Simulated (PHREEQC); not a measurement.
0.014 g of hydrous ferric oxide (600 m²/g; 0.2 weak and 0.005 strong sites per Fe, Dzombak-Morel constants, diffuse double layer) in 1 kg of water with 0.01 mol/kgw of an inert sodium salt and 1.3e-07 mol/kgw Na2SeO4 and 5.8e-08 mol/kgw Na2SeO3, at 25 °C; the pH is set by adding NaOH or the inert anion's acid. The system is closed to oxygen. The system is closed to CO2. No solid was allowed to form.

All values are PHREEQC results (ion-association model, wateq4f.dat), not measurements.

Q: Predict surface charge σ (C/m²) at pH = 3, 6.38, 7.88, 8.25, 9.

A: 
```
pH    surface charge σ (C/m²)
----  -----------------------
3                       0.321
6.38                    0.034
7.88                    0.003
8.25                   -0.002
9                      -0.013
```

Complexes and solids missing from the database can't appear. The database's selenite sorption wasn't checked against measurements; a fall in acid may be a fault of its surface constants. The oxide is taken as insoluble; below pH 4 it would dissolve.
